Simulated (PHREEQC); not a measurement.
A solution holds 180 mmol/kgw TMAH and 95 mmol/kgw (CH3)4NCl, at 90 °C. Closed to the air; pH follows from the charge balance.

Computed with PHREEQC (ion-association model, phreeqc.dat).

This is a speciation only: nothing precipitates in the calculation.

Task: What pH does the model give?

Result: pH 11.47.

(CH3)4N+ isn't in the database: it is added as a free cation with an ion size of 4 Å. At this temperature some constants are extrapolated from 25 °C, and those without enthalpy data are left unchanged.
